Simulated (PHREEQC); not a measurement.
Model water analysis in mmol/kgw, 25 °C, pH 5.82, pe 12.3:

```json
[
 {"constituent": "Na", "mmol/kgw": "0.0145"},
 {"constituent": "K", "mmol/kgw": "0.00273"},
 {"constituent": "Ca", "mmol/kgw": "0.023"},
 {"constituent": "Mg", "mmol/kgw": "0.021"},
 {"constituent": "Cl", "mmol/kgw": "0.0498"},
 {"constituent": "S(6)", "mmol/kgw": "0.0271"},
 {"constituent": "Alkalinity (meq/kgw)", "mmol/kgw": "0.0039"},
 {"constituent": "Li", "mmol/kgw": "0.000463"},
 {"constituent": "Si", "mmol/kgw": "0.00102"},
 {"constituent": "Sr", "mmol/kgw": "0.000367"},
 {"constituent": "O(0) (counted as O atoms)", "mmol/kgw": "0.000407"}
]
```

Valence states are taken as typed.

The numbers come from PHREEQC with the ion-association model, phreeqc.dat.

Each row changes one thing in this solution. Precipitation was switched off in this run.

```json
[
 {"case": "as made", "CO2 (mol/kgw)": "1.82e-5", "HCO3- (mol/kgw)": "5.43e-6", "MgSO4 (mol/kgw)": "1.16e-7", "CaSO4 (mol/kgw)": "9.68e-8", "HSO4- (mol/kgw)": "3.78e-9", "NaSO4- (mol/kgw)": "1.84e-9", "SI of Quartz (SiO2)": "-2.01"},
 {"case": "Li from 0.000463 to 0.00139 mmol/kgw", "CO2 (mol/kgw)": "1.82e-5", "HCO3- (mol/kgw)": "5.43e-6", "MgSO4 (mol/kgw)": "1.16e-7", "CaSO4 (mol/kgw)": "9.68e-8", "HSO4- (mol/kgw)": "3.78e-9", "NaSO4- (mol/kgw)": "1.84e-9", "SI of Quartz (SiO2)": "-2.01"},
 {"case": "all concentrations times 2 at the same typed pH", "CO2 (mol/kgw)": "?", "HCO3- (mol/kgw)": "9.34e-6", "MgSO4 (mol/kgw)": "4.38e-7", "CaSO4 (mol/kgw)": "3.65e-7", "HSO4- (mol/kgw)": "7.37e-9", "NaSO4- (mol/kgw)": "7.12e-9", "SI of Quartz (SiO2)": "-1.71"},
 {"case": "temperature from 25 to 35 °C at the same typed pH", "CO2 (mol/kgw)": "1.65e-5", "HCO3- (mol/kgw)": "5.42e-6", "MgSO4 (mol/kgw)": "?", "CaSO4 (mol/kgw)": "1.04e-7", "HSO4- (mol/kgw)": "4.73e-9", "NaSO4- (mol/kgw)": "1.95e-9", "SI of Quartz (SiO2)": "-2.15"},
 {"case": "pH from 5.82 to 6.32 at the same alkalinity", "CO2 (mol/kgw)": "?", "HCO3- (mol/kgw)": "4.36e-6", "MgSO4 (mol/kgw)": "1.16e-7", "CaSO4 (mol/kgw)": "9.68e-8", "HSO4- (mol/kgw)": "1.19e-9", "NaSO4- (mol/kgw)": "1.84e-9", "SI of Quartz (SiO2)": "-2.01"}
]
```

### Question
What belongs in the gaps?

### Answer

- all concentrations times 2 at the same typed pH, CO2 (mol/kgw): 3.11e-5
- temperature from 25 to 35 °C at the same typed pH, MgSO4 (mol/kgw): 1.49e-7
- pH from 5.82 to 6.32 at the same alkalinity, CO2 (mol/kgw): 4.62e-6

Species that the database lacks are ignored.
